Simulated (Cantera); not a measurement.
## Carbon deposition, reforming and gasification: acetone + O2 + N2 + CO2

Input: 1 mol acetone, 0.11 mol O2, 0.85 mol N2, 2.4 mol CO2, at 3530 Torr.

Equilibrium computed with Cantera from the NASA thermochemical tables; the gas is ideal and each condensed phase is pure. Candidate condensed phases: C, C6H6, C7H8, C8H18, H2O; 136 gas species. The feed counts by its element totals alone. The numbers say what is thermodynamically allowed, not how fast it happens.

| T (°C) | log p CO | log p H2O | log p CO2 | log p H2 | log p N2 | log p CH4 | n C(graphite) |
|---|---|---|---|---|---|---|---|
| 227 | -4.30 | 0.33 | 0.19 | -2.02 | -0.13 | -0.64 | 3.36 |
| 277 | -3.46 | 0.31 | 0.21 | -1.60 | -0.13 | -0.57 | 3.25 |
| 327 | -2.77 | 0.29 | 0.22 | -1.25 | -0.13 | -0.52 | 3.16 |
| 377 | -2.19 | 0.27 | 0.23 | -0.95 | -0.13 | -0.49 | 3.08 |
| 427 | -1.69 | 0.24 | 0.23 | -0.71 | -0.14 | -0.49 | 3.00 |
| 477 | -1.26 | 0.20 | 0.23 | -0.50 | -0.15 | -0.50 | 2.92 |
| 527 | -0.88 | 0.15 | 0.23 | -0.33 | -0.16 | -0.54 | 2.82 |
| 577 | -0.56 | 0.09 | 0.21 | -0.20 | -0.17 | -0.60 | 2.68 |
| 627 | -0.29 | 0.01 | 0.17 | -0.09 | -0.19 | -0.68 | 2.45 |
| 677 | -0.06 | -0.10 | 0.11 | -0.01 | -0.22 | -0.79 | 2.11 |
| 727 | 0.12 | -0.23 | 0.00 | 0.05 | -0.26 | -0.92 | 1.64 |
| 777 | 0.26 | -0.40 | -0.16 | 0.09 | -0.30 | -1.07 | 1.07 |
| 827 | 0.34 | -0.60 | -0.37 | 0.11 | -0.33 | -1.23 | 0.511 |
log p: log10 of the partial pressure in bar; n: condensed amount in mol.

From 227 °C to 827 °C the condensed part is C(graphite). The main C-bearing gas is CO2 at 227 °C and CO at 827 °C. The share of C in condensed phases is highest at 227 °C (62.2 %) and lowest at 827 °C (9.5 %).
